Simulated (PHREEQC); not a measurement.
Model water analysis in mmol/kgw, 25 °C, pH 6.32, pe 8.1: Na 0.00311; K 0.000241; Ca 5.64e-05; Mg 6.27e-05; Cl 0.00172; S(6) 0.000239; Alkalinity (meq/kgw) 0.00147; Cd 1.42e-05.

Valence states are taken as typed.

Equilibrium calculation in PHREEQC: ion-association model, phreeqc.dat.

The ionic strength is 4.50e-6 mol/kgw and the charge-balance error is -0.6 %.

```
species  molality  activity   log γ
-------  --------  --------  ------
Na+       3.11e-6   3.10e-6  -0.001
CO2       2.07e-6   2.07e-6   0.000
HCO3-     1.93e-6   1.92e-6  -0.001
Cl-       1.72e-6   1.72e-6  -0.001
H+        4.80e-7   4.79e-7  -0.001
K+        2.41e-7   2.40e-7  -0.001
SO4-2     2.39e-7   2.37e-7  -0.004
Mg+2      6.27e-8   6.21e-8  -0.004
```

Precipitation was switched off in this run. Complexes and solids missing from the database can't appear.
